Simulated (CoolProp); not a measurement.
Vapour-liquid equilibrium of p-xylene (1) + n-undecane (2) at 0.175 MPa; x and y are mole fractions of (1).

Computed with CoolProp (multi-fluid Helmholtz-energy mixture model, Zhou 2012 and Aleksandrov 2011; pair parameters Bell 2016).

| x | bubble temperature (K) | y at the bubble point | dew temperature at overall composition x (K) | liquid density (mol/L) |
|---|---|---|---|---|
| 0.05 | 488.1 | 0.130 | 490.9 | 3.803 |
| 0.2 | 475.7 | 0.435 | 485.5 | 4.155 |
| 0.35 | 465.0 | 0.641 | 479.5 | 4.542 |
| 0.5 | 455.8 | 0.780 | 472.7 | 4.972 |
| 0.65 | 447.8 | 0.875 | 464.5 | 5.456 |
| 0.8 | 440.9 | 0.941 | 454.3 | 6.009 |
| 0.95 | 435.0 | 0.988 | 439.9 | 6.648 |

No azeotrope shows between x = 0.05 and 0.95.

The pair parameters rest on a limited set of measurements; away from them the model extrapolates.
